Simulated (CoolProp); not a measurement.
R115 at several states: Z from the reference equation and from simpler models built on Tc = 353.1 K, pc = 3129 kPa, ω = 0.248; each cubic takes its own stable root.

Values from CoolProp's reference Helmholtz-energy equation of state, Lemmon 2016.

| T (K) | p (kPa) | phase | reference |
|---|---|---|---|
| 186.8 | 100 | liquid | 0.005839 |
| 370.8 | 30.5 | gas | 0.9973 |
| 402.4 | 623 | gas | 0.9570 |

### Question
How far does each simpler model (van der Waals, Redlich-Kwong, Soave-Redlich-Kwong, Peng-Robinson) lie from the reference over these 3 states: mean and median of the absolute difference, and the worst?

### Answer
- van der Waals: mean 5433.4 %, median 0.1 %, worst +16300.1 % at 186.8 K and 100 kPa
- Redlich-Kwong: mean 2.9 %, median 0.4 %, worst +8.3 % at 186.8 K and 100 kPa
- Soave-Redlich-Kwong: mean 2.0 %, median 0.1 %, worst +5.9 % at 186.8 K and 100 kPa
- Peng-Robinson: mean 2.3 %, median 0.8 %, worst -6.0 % at 186.8 K and 100 kPa

At some of these states van der Waals gives the other phase, because its saturation line lies elsewhere.
